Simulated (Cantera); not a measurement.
## Stirred combustor or abatement burner

A perfectly stirred reactor is fed with C2H4 : O2 : N2 : CO2 = 1 : 6.82 : 25.6 : 1.9 (molar parts), equivalence ratio 0.44, at 5.00 bar; it is adiabatic with a 525 K inlet, and is followed from long to short residence time, starting on the burning branch (τ in s: 0.085, 0.045, 0.024, 0.013, 0.0069, 0.0037, 0.002, 0.0011, 0.00057, 0.0003, 0.00016, 8.7e-05, 4.6e-05).

Model: GRI-Mech 3.0 (53 species, 325 reactions), integrated in Cantera. GRI-Mech 3.0 was tuned for natural gas; its chemistry of ethylene as a main component is partial and can be far from experiment.

```
τ (s)    T (K)    x C2H4   x O2   x CO2    x CH2      x H2
-------  -----  --------  -----  ------  -------  --------
0.085     1567   8.53e-6  0.108   0.110  1.10e-9   6.48e-6
0.045     1565   1.28e-5  0.108   0.110  2.17e-9   9.89e-6
0.024     1563   1.89e-5  0.108   0.110  4.26e-9   1.52e-5
0.013     1560   2.77e-5  0.109   0.109  8.19e-9   2.31e-5
0.0069    1555   4.09e-5  0.109   0.109  1.60e-8   3.61e-5
0.0037    1547   6.03e-5  0.109   0.108  3.07e-8   5.66e-5
0.0020    1534   9.03e-5  0.110   0.106  5.79e-8   8.94e-5
0.0011    1515  0.000140  0.111   0.104  1.06e-7  0.000143
0.00057   1472  0.000272  0.114  0.0984  1.99e-7  0.000272
0.00030    525    0.0283  0.193  0.0538   <1e-12    <1e-12
0.00016    525    0.0283  0.193  0.0538   <1e-12    <1e-12
8.7e-5     525    0.0283  0.193  0.0538   <1e-12    <1e-12
4.6e-5     525    0.0283  0.193  0.0538   <1e-12    <1e-12
```
x: mole fraction; the columns are a selection and need not sum to one.
